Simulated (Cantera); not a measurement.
Cantera run, input and output.

```python
import numpy as np
import cantera as ct

gas = ct.Solution("gri30.yaml")
gas.TPX = 1950, 7200, {'CH4': 1, 'N2': 20}
inlet = ct.Reservoir(gas, clone=True)

reactor = ct.IdealGasConstPressureReactor(gas, energy="off", clone=False)
exhaust = ct.Reservoir(gas, clone=True)
tau = [7.2, 2.3, 0.74, 0.24, 0.076, 0.024, 0.0078, 0.0025, 0.0008, 0.00026][0]
for a, b in ((inlet, reactor), (reactor, exhaust)):
    ct.MassFlowController(a, b, mdot=lambda t: reactor.mass / tau)
net = ct.ReactorNet([reactor])
show = ['CH4', 'CH3', 'C2H', 'C2H4', 'CH2']

rows = []
print(f"{'tau/s':>10s}{'T/K':>9s}" + "".join(f"{s:>11s}" for s in show))
for tau in [7.2, 2.3, 0.74, 0.24, 0.076, 0.024, 0.0078, 0.0025, 0.0008, 0.00026]:
    net.initial_time = 0.0
    net.advance(30 * tau)
    before = gas.X
    net.advance(40 * tau)
    drift = np.max(np.abs(gas.X - before) / (gas.X + 1e-9))
    rows.append([gas.T, *gas[show].X, drift])
    print(f"{tau:10.3e}{gas.T:9.1f}" + "".join(f"{x:11.3e}" for x in gas[show].X))
```

Output:

```
     tau/s      T/K        CH4        CH3        C2H       C2H4        CH2
 7.200e+00   1950.0  2.384e-04  6.298e-05  4.363e-06  1.514e-06  1.033e-06
 2.300e+00   1950.0  5.189e-04  1.186e-04  3.930e-06  3.204e-06  1.660e-06
 7.400e-01   1950.0  1.147e-03  2.198e-04  3.339e-06  9.305e-06  2.519e-06
 2.400e-01   1950.0  2.526e-03  3.981e-04  2.712e-06  3.102e-05  3.615e-06
 7.600e-02   1950.0  5.515e-03  7.087e-04  2.097e-06  1.078e-04  4.933e-06
 2.400e-02   1950.0  1.138e-02  1.196e-03  1.504e-06  3.498e-04  6.248e-06
 7.800e-03   1950.0  2.108e-02  1.796e-03  9.068e-07  9.226e-04  6.955e-06
 2.500e-03   1950.0  3.465e-02  2.125e-03  3.101e-07  1.439e-03  5.703e-06
 8.000e-04   1950.0  4.490e-02  1.345e-03  2.767e-08  4.101e-04  2.049e-06
 2.600e-04   1950.0  4.706e-02  4.879e-04  6.347e-10  2.258e-05  3.471e-07
```

Detailed kinetics in Cantera: GRI-Mech 3.0 (53 species, 325 reactions). GRI-Mech 3.0 stops at C3 and has no aromatics, soot or wall deposition, so with more carbon than oxygen in the feed, carbon stays in small species such as C2H2 where larger ones or solid carbon would form.
